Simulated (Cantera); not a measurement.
Mixture: 6.86 % CH₄, 0.755 % C₂H₆, 0.268 % C₃H₈, 11.8 % O₂, 80.3 % N₂, at 170000 Pa, adiabatic and at constant volume. Ignition delay is the time to a rise of 400 K.

Cantera simulation using GRI-Mech 3.0 (53 species, 325 reactions); the numbers are that mechanism's predictions, not measurements.

### Question
Predict: delay at 1275 K; delay at 1325 K; delay at 1375 K; delay at 1425 K; delay at 1475 K; delay at 1525 K; delay at 1575 K; apparent activation energy between 1475 and 1575 K.

### Answer
```json
{
 "delay at 1275 K": "2.36 ms",
 "delay at 1325 K": "1.32 ms",
 "delay at 1375 K": "0.756 ms",
 "delay at 1425 K": "0.447 ms",
 "delay at 1475 K": "0.274 ms",
 "delay at 1525 K": "0.174 ms",
 "delay at 1575 K": "0.114 ms",
 "apparent activation energy between 1475 and 1575 K": "170 kJ/mol"
}
```
